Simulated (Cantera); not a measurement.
Source: NASA polynomial tables (part measured, part estimated), evaluated in Cantera. Values are per mole of reaction as written; species without (g) are pure solids or liquids, kept so even where they would boil at 1 bar.

2 N₂(g) + 4 PH₃(g) + 5 O₂(g) = P₄O₁₀ + 4 NH₃(g)

```json
[
 {"T (K)": "300", "ΔH° (kJ)": "-3215.5", "ΔS° (J/K)": "-1250.2", "ΔG° (kJ)": "-2840.4", "log10 K": "494.54"},
 {"T (K)": "423", "ΔH° (kJ)": "-3212.5", "ΔS° (J/K)": "-1242.3", "ΔG° (kJ)": "-2687.0", "log10 K": "331.80"},
 {"T (K)": "448", "ΔH° (kJ)": "-3211.2", "ΔS° (J/K)": "-1239.5", "ΔG° (kJ)": "-2655.9", "log10 K": "309.66"},
 {"T (K)": "473", "ΔH° (kJ)": "(withheld)", "ΔS° (J/K)": "(withheld)", "ΔG° (kJ)": "(withheld)", "log10 K": "(withheld)"},
 {"T (K)": "498", "ΔH° (kJ)": "-3208.2", "ΔS° (J/K)": "-1233.2", "ΔG° (kJ)": "-2594.1", "log10 K": "272.09"},
 {"T (K)": "523", "ΔH° (kJ)": "-3206.5", "ΔS° (J/K)": "-1229.7", "ΔG° (kJ)": "-2563.3", "log10 K": "256.01"},
 {"T (K)": "548", "ΔH° (kJ)": "-3204.5", "ΔS° (J/K)": "-1226.1", "ΔG° (kJ)": "-2532.6", "log10 K": "241.40"},
 {"T (K)": "573", "ΔH° (kJ)": "(withheld)", "ΔS° (J/K)": "(withheld)", "ΔG° (kJ)": "(withheld)", "log10 K": "(withheld)"},
 {"T (K)": "598", "ΔH° (kJ)": "-3200.2", "ΔS° (J/K)": "-1218.6", "ΔG° (kJ)": "-2471.5", "log10 K": "215.88"},
 {"T (K)": "623", "ΔH° (kJ)": "-3197.8", "ΔS° (J/K)": "-1214.7", "ΔG° (kJ)": "-2441.1", "log10 K": "204.67"}
]
```

Some entries are withheld; supply them.


- 473, ΔH° (kJ): -3209.8
- 473, ΔS° (J/K): -1236.4
- 473, ΔG° (kJ): -2625.0
- 473, log10 K: 289.88
- 573, ΔH° (kJ): -3202.5
- 573, ΔS° (J/K): -1222.4
- 573, ΔG° (kJ): -2502.0
- 573, log10 K: 228.08
